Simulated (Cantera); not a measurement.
# Counterflow diffusion flame

A counterflow diffusion flame at 0.405 atm, nozzles 20 mm apart: fuel side 100 % H₂ at 375 K, oxidiser side 28.0 % O₂, 72.0 % N₂ at 700 K, fuel mass flux 0.37 times the oxidiser's; mixture-averaged transport, no radiation.

Computed with Cantera and the H2/O2 subset of GRI-Mech 3.0, which has no nitrogen chemistry. The maximum strain rate includes the flame's own expansion and is several times the mean.

```json
[
 {"oxidiser flux (kg/m²/s)": "0.25", "max strain (1/s)": "905", "mean strain (1/s)": "235", "T max (K)": "2442", "peak x OH": "0.0364", "peak x H": "0.0453", "peak x H₂O": "0.306", "peak x HO₂": "5.43e-5"},
 {"oxidiser flux (kg/m²/s)": "0.36", "max strain (1/s)": "1260", "mean strain (1/s)": "339", "T max (K)": "2357", "peak x OH": "0.0350", "peak x H": "0.0497", "peak x H₂O": "0.303", "peak x HO₂": "6.30e-5"},
 {"oxidiser flux (kg/m²/s)": "0.53", "max strain (1/s)": "1810", "mean strain (1/s)": "499", "T max (K)": "2265", "peak x OH": "0.0333", "peak x H": "0.0548", "peak x H₂O": "0.300", "peak x HO₂": "7.19e-5"},
 {"oxidiser flux (kg/m²/s)": "0.78", "max strain (1/s)": "2640", "mean strain (1/s)": "734", "T max (K)": "2177", "peak x OH": "0.0317", "peak x H": "0.0606", "peak x H₂O": "0.297", "peak x HO₂": "8.12e-5"},
 {"oxidiser flux (kg/m²/s)": "1.1", "max strain (1/s)": "3690", "mean strain (1/s)": "1040", "T max (K)": "2095", "peak x OH": "0.0299", "peak x H": "0.0659", "peak x H₂O": "0.294", "peak x HO₂": "8.86e-5"},
 {"oxidiser flux (kg/m²/s)": "1.7", "max strain (1/s)": "5620", "mean strain (1/s)": "1600", "T max (K)": "1984", "peak x OH": "0.0269", "peak x H": "0.0718", "peak x H₂O": "0.290", "peak x HO₂": "9.68e-5"},
 {"oxidiser flux (kg/m²/s)": "2.5", "max strain (1/s)": "8260", "mean strain (1/s)": "2350", "T max (K)": "1892", "peak x OH": "0.0243", "peak x H": "0.0772", "peak x H₂O": "0.286", "peak x HO₂": "0.000104"}
]
```
x: mole fraction; the columns are a selection and need not sum to one.
